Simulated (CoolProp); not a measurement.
Values from CoolProp's reference Helmholtz-energy equation of state, Thol 2017.

For octamethyltrisiloxane (MDM), give the phase and the Z, expansivity (1/kK) at 272.75 °C and 101 kPa.


- 272.75 °C and 101 kPa: gas; Z 0.973, expansivity 2.04
